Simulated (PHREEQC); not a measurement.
Make-up at 25 °C: 190 mmol/kgw NH4HF2, 2.4 mmol/kgw H2SiF6, 0.38 mmol/kgw H3BO3 and 81 mmol/kgw HCl. Closed to the air; pH follows from the charge balance.

The numbers come from PHREEQC with the ion-association model, phreeqc.dat.

Each row changes one thing in this solution. Precipitation was switched off in this run.

| case | pH | ionic strength (mol/kgw) | HF (mol/kgw) | F- (mol/kgw) | HF2- (mol/kgw) | BF3OH- (mol/kgw) | SI of Quartz (SiO2) |
|---|---|---|---|---|---|---|---|
| as made | 2.43 | 0.197 | 0.221 | 0.0590 | 0.0495 | 5.99e-7 | -11.34 |
| temperature from 25 to 50 °C | 2.60 | 0.196 | 0.220 | 0.0550 | 0.0519 | 9.93e-7 | -9.88 |
| H2SiF6 replaced by (NH4)2SiF6 at the same molality | 2.47 | 0.202 | 0.215 | 0.0621 | 0.0508 | 6.14e-7 | -11.34 |
| H2SiF6 from 0.0024 to 0.024 mol/kgw | 2.10 | 0.224 | 0.272 | 0.0347 | 0.0359 | 4.82e-7 | -10.26 |
| H3BO3 replaced by NH4BF4 at the same molality | 2.43 | 0.197 | 0.221 | 0.0591 | 0.0498 | 5.97e-7 | -11.35 |
| temperature from 25 to 5 °C | 2.32 | 0.198 | 0.224 | 0.0649 | 0.0449 | 4.07e-7 | -12.58 |
| HCl from 0.081 to 0.121 mol/kgw | 2.13 | 0.202 | 0.269 | 0.0361 | 0.0369 | 4.91e-7 | -11.26 |
| diluted 2-fold with water | 2.56 | 0.0995 | 0.117 | 0.0382 | 0.0171 | 5.80e-7 | -10.08 |

Constants without temperature data keep their 25 °C values here. SiF6-2 is the database's only silicon fluoride. Real BF4- forms and hydrolyses slowly; the run takes it at equilibrium.
